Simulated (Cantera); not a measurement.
Feed: 1 mol PbO, a varied amount of H2, held at 20.0 Pa.

These are equilibrium values from Cantera (NASA tables, ideal gas, pure condensed phases), not measurements of a reactor. Candidate condensed phases: H2O, Pb, PbO, PbO2, Pb3O4; 12 gas species. Mutual solubility and eutectic melting of coexisting phases are not modelled. Rates play no part.

Stable condensed phases, one row left out:

```
T in K \ n(H2) in mol
         0.056 0.078  0.11  0.15  0.21  0.29   0.4  0.55  0.76   1.1
   1523      A     A     A     A     A     A     A     A     A     A
   1473      A     A     A     A     A     A     A     A     A     A
   1423      A     A     A     A     A     A     A     A     A     A
   1373      A     A     A     A     A     A     A     A     A     A
   1323      A     A     A     A     A     A     A     A     A     A
   1273      A     A     A     A     A     A     A     A     A     A
   1223      B     B     B     B     B     A     A     A     A     A
   1173      B     B     B     B     B     B     B     B     A     A
   1073      C     C     C     C     C     C     C     C     C     D
   1023      C     C     C     C     C     C     C     C     C     D
    973      C     C     C     C     C     C     C     C     C     D
    923      C     C     C     C     C     C     C     C     C     D
    873      C     C     C     C     C     C     C     C     C     D
```

A: gas only; B: PbO; C: Pb + PbO; D: Pb.

Task: Give the row for 1123 K.

Result: 0.056: PbO; 0.078: PbO; 0.11: PbO; 0.15: PbO; 0.21: PbO; 0.29: PbO; 0.4: PbO; 0.55: PbO; 0.76: PbO; 1.1: gas only.
